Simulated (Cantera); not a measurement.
What does this Cantera script print?

```python
import numpy as np
import cantera as ct

gas_names = """
    HI Na N2 NH3
""".split()
cond_names = """
    NaI(s) NaI(L)
""".split()


# ... load() reads the species with a 1 bar reference pressure and builds the phases ...
species = {s.name: s for s in load("nasa_gas.yaml", gas_names) + load("nasa_condensed.yaml", cond_names)}
# Each term lists the table entries of one substance; the one whose range holds T is used.
reactions = {
    '6 HI(g) + 6 Na(g) + N2(g) = 6 NaI + 2 NH3(g)':
        [(-6, ['HI']), (-6, ['Na']), (-1, ['N2']), (6, ['NaI(s)', 'NaI(L)']), (2, ['NH3'])],
}


def pick(names, T):
    return next(species[n] for n in names if species[n].thermo.min_temp <= T <= species[n].thermo.max_temp)


results = []
for label, terms in reactions.items():
    print(label)
    print("     T/K   dH/kJ  dS/(J/K)   dG/kJ   log10 K")
    for T in [950, 1000, 1050, 1100, 1150, 1200]:
        used = [(nu, pick(names, T)) for nu, names in terms]
        dH = sum(nu * s.thermo.h(T) for nu, s in used) / 1e6
        dS = sum(nu * s.thermo.s(T) for nu, s in used) / 1e3
        dG = dH - T * dS / 1e3
        logK = -dG * 1e6 / (ct.gas_constant * T * np.log(10))
        results.append((label, T, dH, dS, dG, logK, [s.name for _, s in used]))
        print(f"{T:8g} {dH:8.1f} {dS:8.1f} {dG:8.1f} {logK:8.2f}")
```

Result:

```
6 HI(g) + 6 Na(g) + N2(g) = 6 NaI + 2 NH3(g)
     T/K   dH/kJ  dS/(J/K)   dG/kJ   log10 K
     950  -2419.7  -1126.1  -1350.0    74.23
    1000  -2412.5  -1118.6  -1293.9    67.58
    1050  -2405.2  -1111.5  -1238.1    61.59
    1100  -2397.9  -1104.7  -1182.7    56.16
    1150  -2390.6  -1098.2  -1127.6    51.22
    1200  -2383.3  -1092.0  -1072.9    46.70
```

Source: NASA polynomial tables (part measured, part estimated), evaluated in Cantera. Condensed species are held in their standard states even where they would react or evaporate.
